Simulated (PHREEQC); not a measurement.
Dissolve 0.003 mol/kgw ZnSO4, 0.0018 mol/kgw H3BO3 and 0.084 mol/kgw H2SO4 at 61 °C. Closed to the air; pH follows from the charge balance.

The numbers come from PHREEQC with the ion-association model, wateq4f.dat.

No solid was allowed to form.

### Question
What pH, ionic strength does the model give?

### Answer
pH 1.13; ionic strength 0.108 mol/kgw.

### Question
In which forms is S present?

### Answer
HSO4- 88 %, SO4-2 11 %, ZnSO4 0.9 % of the S.

At this temperature some constants are extrapolated from 25 °C, and those without enthalpy data are left unchanged.
